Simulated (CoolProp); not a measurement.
Vapour-liquid equilibrium of carbon dioxide (1) + ethane (2) at 30.1 bar; x and y are mole fractions of (1).

The numbers come from the multi-fluid Helmholtz-energy mixture model, Span 1996 and Bücker 2006; pair parameters Kunz 2012 in CoolProp.

```tsv
x	bubble temperature, mixture model (K)	bubble temperature, Raoult's law (K)	y, mixture model	y, Raoult's law
0.05	279.5	282.0	0.090	0.073
0.2	271.4	279.1	0.308	0.270
0.35	266.4	276.5	0.459	0.442
0.5	263.8	274.1	0.570	0.594
0.65	262.7	272.0	0.665	0.730
0.8	263.1	270.1	0.766	0.853
0.95	265.8	268.3	0.920	0.965
```

The largest gap from Raoult's law is -10.3 K in bubble temperature, at x = 0.5. y crosses x between x = 0.65 and 0.8: the model has an azeotrope there.

The pair parameters rest on a limited set of measurements; away from them the model extrapolates.
